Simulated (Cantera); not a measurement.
Input: 1 mol SiHCl₃, 0.17 mol C₃H₈, a varied amount of H₂, held at 1575 °C and 0.0650 bar.

These are equilibrium values from Cantera (NASA tables, ideal gas, pure condensed phases), not measurements of a reactor. Candidate condensed phases: C, C₆H₆, C₇H₈, C₈H₁₈, Si, SiC; 109 gas species. Mutual solubility and eutectic melting of coexisting phases are not modelled. Gases not in the tables: Si₂H₆ and higher silanes. Equilibrium is a limit: real reactors are often held back by kinetics, nucleation or transport.

Q: What share of the Si ends up in condensed phases as a function of n(H₂) (mol), at 27, 44, 72, 120, 190, 310, 510, 820, 1300?

A: 
```tsv
n(H₂) (mol)	Si condensed (%)	as
27	53.1	Si(l) + SiC(s)
44	64.0	Si(l) + SiC(s)
72	73.3	Si(l) + SiC(s)
120	80.5	Si(l) + SiC(s)
190	84.7	Si(l) + SiC(s)
310	86.8	Si(l) + SiC(s)
510	86.2	Si(l) + SiC(s)
820	82.7	Si(l) + SiC(s)
1300	75.8	Si(l) + SiC(s)
```
